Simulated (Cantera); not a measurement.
Mixture: CH₄ : O₂ : N₂ = 1 : 2.2 : 8.26 (molar parts), equivalence ratio 0.91, at 0.360 bar, adiabatic and at constant pressure. Ignition delay is the time to a rise of 400 K.

Cantera simulation using GRI-Mech 3.0 (53 species, 325 reactions); the numbers are that mechanism's predictions, not measurements.

Question: What does this change do: N2 8.26 to 23 parts?

Answer: 
| quantity | before | after |
|---|---|---|
| delay at 1050 K | 1.16 s | 3.19 s |
| delay at 1125 K | 0.321 s | 0.893 s |
| delay at 1200 K | 99.0 ms | 0.276 s |
| delay at 1275 K | 33.7 ms | 92.1 ms |
| delay at 1350 K | 12.7 ms | 33.2 ms |
| delay at 1425 K | 5.33 ms | 13.1 ms |
| apparent activation energy between 1275 and 1425 K | 190 kJ/mol | 200 kJ/mol |

Question: What does this change do: 0.45 parts CO2 added?

Answer: 
| quantity | before | after |
|---|---|---|
| delay at 1050 K | 1.16 s | 1.23 s |
| delay at 1125 K | 0.321 s | 0.342 s |
| delay at 1200 K | 99.0 ms | 0.106 s |
| delay at 1275 K | 33.7 ms | 36.1 ms |
| delay at 1350 K | 12.7 ms | 13.5 ms |
| delay at 1425 K | 5.33 ms | 5.66 ms |
| apparent activation energy between 1275 and 1425 K | 190 kJ/mol | 190 kJ/mol |
